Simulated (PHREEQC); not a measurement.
Spent oxide etchant: an equilibrium model

Consider water at 25 °C with 0.0019 mol NH4HF2, 0.0048 mol (NH4)2SiF6, 0.00013 mol HBF4 and 0.0093 mol H2SO4 per kg of water. Closed to the air; pH follows from the charge balance.

Model: ion-association model, wateq4f.dat, run in PHREEQC.

The pH is 1.94. The ionic strength is 0.0342 mol/kgw. The total alkalinity comes out as -40.2 meq/kg.

```
species  molality  activity   log γ
-------  --------  --------  ------
H+         0.0131    0.0114  -0.061
NH4+       0.0111   0.00936  -0.074
SO4-2     0.00532   0.00273  -0.291
HF        0.00471   0.00475   0.003
SiF6-2    0.00460   0.00236  -0.289
HSO4-     0.00359   0.00303  -0.074
NH4SO4-  0.000388  0.000329  -0.072
F-       0.000332  0.000277  -0.078
H4SiO4   0.000200  0.000202   0.003
```

No solid was allowed to form. Saturation is exceeded, for instance for Quartz (slow to form); the values hold only as long as no solid forms. Complexes and solids missing from the database can't appear. SiF6-2 is the database's only silicon fluoride. Real BF4- forms and hydrolyses slowly; the run takes it at equilibrium.
